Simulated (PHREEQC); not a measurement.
NaOH is added in steps, without added water, to 1 kg of water holding 0.0012 mol H2SeO3, 0.28 mol H3PO4 and 0.00039 mol FeCl3, at 20 °C. No oxygen is let in. CO2 from the air is kept out. The run lets Fe(OH)3(a), Strengite, Fe2(SeO3)3, Halite precipitate or redissolve, and no other solid.

Base run: PHREEQC, ion-association model, wateq4f.dat. Each further column changes one thing. The table gives Fe in solution (mol/kgw).

```
NaOH added (mol)      base  all activity coefficients set to 1  Davies equation for every ion  metal-ligand complexes left out
----------------  --------  ----------------------------------  -----------------------------  -------------------------------
0                 0.000174                          (withheld)                       0.000176                          3.43e-8
0.0775             3.66e-5                             1.08e-5                        3.75e-5                          4.84e-9
0.155              7.13e-6                             1.51e-6                        7.19e-6                          1.04e-9
0.2325             6.70e-7                          (withheld)                        6.43e-7                         3.59e-10
0.31              4.28e-10                            2.35e-10                       4.13e-10                       (withheld)
0.3875            3.44e-10                            2.50e-10                       3.36e-10                         3.06e-11
0.465             3.59e-10                          (withheld)                       3.64e-10                         3.74e-11
0.5425            5.89e-10                            6.74e-10                       6.30e-10                         1.66e-10
0.62               9.83e-7                             8.01e-6                        2.27e-6                          7.92e-7
```

Task: Fill in the missing entries.

Result: 
- 0, all activity coefficients set to 1: 8.33e-5
- 0.2325, all activity coefficients set to 1: 1.15e-7
- 0.31, metal-ligand complexes left out: 3.52e-11
- 0.465, all activity coefficients set to 1: 3.17e-10

The ionic strength passes 0.7 mol/kgw, the rough limit of the ion-association models, in part of: base; all activity coefficients set to 1; Davies equation for every ion; metal-ligand complexes left out. H3PO4, which wateq4f.dat lacks, is added to it with the constant of phreeqc.dat.
